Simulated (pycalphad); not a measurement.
# Freezing of Si-Cu alloys with rising Cu

Source of the numbers: pycalphad with the COST 507 light-alloy database (1999); pressure 1 atm. The database dates from 1999; later assessments differ in places, in temperatures and in the compounds included. Amounts are mole fractions of atoms.

Scheil-Gulliver runs (no diffusion in the solid, steps of 4 K) beside full equilibrium.

| alloy | liquidus (°C) | Scheil, half solid (°C) | Scheil, 80 % solid (°C) | Scheil, invariant end (°C) | liquid left at that end | equilibrium solidus (°C) |
|---|---|---|---|---|---|---|
| Si-15Cu (at.%) | 1326 | 1221 | at the invariant end | 800 | 0.22 | 800 |
| Si-45Cu (at.%) | ___ | at the invariant end | at the invariant end | 800 | ___ | 800 |
| Si-60Cu (at.%) | 961 | at the invariant end | at the invariant end | 800 | 0.87 | 800 |

Q: Fill in the missing entries.

A: 
- Si-45Cu (at.%), liquidus (°C): 1109
- Si-45Cu (at.%), liquid left at that end: 0.65
